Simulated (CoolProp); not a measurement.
Carbon monoxide along the isobar 28 bar: density (kg/m³) from the reference equation and from simpler models built on Tc = 132.9 K, pc = 34.98 bar, ω = 0.050; each cubic takes its own stable root.

The numbers come from the reference Helmholtz-energy equation of state, Lemmon 2006 in CoolProp. It is a short technical equation, of lower accuracy than the large ones.

```
T (K)   phase  reference
-----  ------  ---------
127.5  liquid      499.8
139.5     gas      94.24
151.4     gas      78.00
163.4     gas      67.95
175.3     gas      60.85
187.3     gas      55.36
199.2     gas      50.98
211.2     gas      47.33
223.1     gas      44.26
235.1     gas      41.59
247       gas      39.28
259       gas      37.22
270.9     gas      35.40
282.8     gas      33.76
```

Q: How far does each simpler model (van der Waals, Soave-Redlich-Kwong, Peng-Robinson) lie from the reference over these 14 states: mean and median of the absolute difference, and the worst?

A: 
- van der Waals: mean 6.7 %, median 1.5 %, worst -75.3 % at 127.5 K and 28 bar
- Soave-Redlich-Kwong: mean 1.3 %, median 0.5 %, worst -13.1 % at 127.5 K and 28 bar
- Peng-Robinson: mean 1.7 %, median 1.3 %, worst +4.0 % at 139.5 K and 28 bar

At some of these states van der Waals gives the other phase, because its saturation line lies elsewhere.
